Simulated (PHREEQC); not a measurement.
Na2CO3 is added in steps, without added water, to 1 kg of water holding 0.039 mol HNO3 and 0.00014 mol NiCl2, at 45 °C. Oxygen is held at 0.21 atm. CO2 from the air is kept out. Nothing may precipitate in this run.

Base run: PHREEQC, ion-association model, wateq4f.dat. Each further column changes one thing. The table gives NiCO3 (mol/kgw).

| Na2CO3 added (mol) | base | 0.0072 mol/kgw HF added | diluted 100-fold with water | solids may form |
|---|---|---|---|---|
| 0 | 0 | 0 | 0 | 0 |
| 0.007425 | 2.76e-13 | ___ | 1.64e-7 | 2.76e-13 |
| 0.01485 | 3.72e-12 | 3.36e-12 | 9.12e-8 | 3.72e-12 |
| 0.02227 | 3.72e-5 | ___ | 6.60e-8 | 3.72e-5 |
| 0.0297 | 0.000114 | ___ | 5.30e-8 | 0.000114 |
| 0.03712 | 0.000117 | 0.000120 | 4.50e-8 | 0.000117 |
| 0.04455 | 2.86e-5 | 0.000108 | 3.95e-8 | 2.86e-5 |
| 0.05445 | 1.24e-5 | 2.19e-5 | 3.45e-8 | 1.24e-5 |
| 0.06187 | 8.87e-6 | 1.28e-5 | 3.17e-8 | 8.87e-6 |
| 0.0693 | 7.02e-6 | 9.25e-6 | 2.94e-8 | 7.02e-6 |
| 0.07673 | 5.88e-6 | 7.32e-6 | ___ | 5.88e-6 |
| 0.08415 | 5.10e-6 | 6.13e-6 | 2.61e-8 | 5.10e-6 |
| 0.09158 | 4.53e-6 | 5.31e-6 | 2.48e-8 | 4.53e-6 |
| 0.099 | 4.10e-6 | 4.71e-6 | 2.37e-8 | 4.10e-6 |

What belongs in the gaps?


- 0.007425, 0.0072 mol/kgw HF added: 2.71e-13
- 0.02227, 0.0072 mol/kgw HF added: 1.32e-8
- 0.0297, 0.0072 mol/kgw HF added: 8.03e-5
- 0.07673, diluted 100-fold with water: 2.76e-8

Away from 25 °C the constants follow the database's enthalpies or fits; those with neither stay at their 25 °C values. The database's nickel carbonate constants are estimates that later reviews lower a good deal. Solids allowed in the column 'solids may form': Ni(OH)2, NiCO3, Halite, Nahcolite, Natron.
